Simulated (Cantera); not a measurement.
Input: 1 mol CO, 81 mol H2, 3.1 mol N2, 0.064 mol CO2, equilibrated at 34.0 mbar.

Method: chemical equilibrium by Gibbs-energy minimisation in Cantera with the NASA 1993 tables (ideal gas, pure condensed phases). Candidate condensed phases: C, C6H6, C7H8, C8H18, H2O; 136 gas species. The numbers say what is thermodynamically allowed, not how fast it happens. All values below are at 777 °C.

Base state: H2 0.950, N2 0.0364, CO 0.0123, H2O 0.000882, CH4 0.000144, CO2 1.35e-5 (mole fractions); condensed: gas only.

**Question.** What changes in the equilibrium state with this change: CO replaced by C2H5OH?

**Answer.** 
```tsv
species	before	after
H2	0.950	0.950
N2	0.0364	0.0352
CO	0.0123	0.0127
CH4	0.000144	0.00176
H2O	0.000882	7.47e-5
CO2	1.35e-5	1.18e-6
C(graphite), mol	0	0.788
```
